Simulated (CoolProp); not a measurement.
A Linde-Hampson liquefier for dry air: isothermal reversible compression at 230 K from 1 atm to 15 MPa, throttling to 1 atm, return gas leaving the recuperator 2 K below the feed. Each further row changes one setting.

Values from CoolProp's reference Helmholtz-energy equation of state, Lemmon 2000. It is a pseudo-pure fit of the blend.

| case | liquid yield per pass | compression work (kJ/kg of gas) |
|---|---|---|
| as stated | … | 320 |
| high pressure 30 MPa | 0.199 | 363 |
| warm-end temperature 260 K | … | … |
| warm-end gap 7 K | 0.127 | 320 |

Task: Some entries are withheld; supply them.

Result: 
- as stated, liquid yield per pass: 0.139
- warm-end temperature 260 K, liquid yield per pass: 0.096
- warm-end temperature 260 K, compression work (kJ/kg of gas): 367
